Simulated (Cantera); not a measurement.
# Thermodynamics of thermal oxidation and active oxidation of silicon, feed Si + O₂ + H₂

A closed system holds: 1 mol Si, 0.037 mol O₂, a varied amount of H₂, equilibrated at 7.50 Torr.

These are equilibrium values from Cantera (NASA tables, ideal gas, pure condensed phases), not measurements of a reactor. Candidate condensed phases: H₂O, Si, SiO₂; 18 gas species. Equilibrium is a limit: real reactors are often held back by kinetics, nucleation or transport.

Problem. Map the stable condensed phases over T = 1202, 1252, 1302, 1352, 1402, 1452, 1502, 1552, 1602, 1652, 1702, 1752, 1802 °C and n(H₂) in mol = 25, 51, 76, 100, 130, 150, 180.

Solution. 
```
T in °C \ n(H₂) in mol
          25  51  76 100 130 150 180
   1802    A   A   A   B   B   B   B
   1752    A   A   A   A   A   B   B
   1702    A   A   A   A   A   A   A
   1652    A   A   A   A   A   A   A
   1602    A   A   A   A   A   A   A
   1552    A   A   A   A   A   A   A
   1502    A   A   A   A   A   A   A
   1452    A   A   A   A   A   A   A
   1402    A   A   A   A   A   A   A
   1352    A   A   A   A   A   A   A
   1302    A   A   A   A   A   A   A
   1252    A   A   A   A   A   A   A
   1202    A   A   A   A   A   A   A
```
A: Si; B: gas only.
